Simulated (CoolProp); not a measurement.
A Linde-Hampson liquefier for dry air: isothermal reversible compression at 200 K from 1 atm to 10 MPa, throttling to 1 atm, return gas leaving the recuperator 5 K below the feed. Each further row changes one setting.

Values from CoolProp's reference Helmholtz-energy equation of state, Lemmon 2000. It is a pseudo-pure fit of the blend.

| case | liquid yield per pass | compression work (kJ/kg of gas) |
|---|---|---|
| as stated | ___ | 251 |
| high pressure 20 MPa | 0.240 | ___ |
| warm-end temperature 230 K | ___ | 295 |
| warm-end gap 10 K | ___ | 251 |

**Question.** Fill in the missing entries.

**Answer.** 
- as stated, liquid yield per pass: 0.143
- high pressure 20 MPa, compression work (kJ/kg of gas): 284
- warm-end temperature 230 K, liquid yield per pass: 0.090
- warm-end gap 10 K, liquid yield per pass: 0.130
